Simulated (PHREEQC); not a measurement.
Solution (25 °C and 100 atm): 0.029 mol HCl, 0.0018 mol ZnCl2, 0.0044 mol K2CO3 and 2.9e-05 mol CaSO4 per kg of water. Closed to the air; pH follows from the charge balance.

The numbers come from PHREEQC with the ion-association model, phreeqc.dat.

This is a speciation only: nothing precipitates in the calculation.

What pH, specific conductance does the model give?

pH 1.76; specific conductance 9210 µS/cm.

In which forms is S present?

SO4-2 49 %, HSO4- 45 %, ZnSO4 4.5 %, KSO4- 1.5 % of the S.

Under pressure, the constants of complexes without a molar volume in the database are unreliable.
